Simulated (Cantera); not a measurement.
Charge: 1 mol Cu2O, 4.9 mol CO, equilibrated at 1.00 bar.

These are equilibrium values from Cantera (NASA tables, ideal gas, pure condensed phases), not measurements of a reactor. Candidate condensed phases: C, Cu, CuO, Cu2O; 15 gas species. Rates play no part.

Q: At 2350 °C, list the 5 most abundant gas species with their mole fractions, and the condensed phases.

A: CO 0.569, Cu 0.282, CO2 0.144, Cu2 0.00454, O 0.000449. Condensed: gas only.
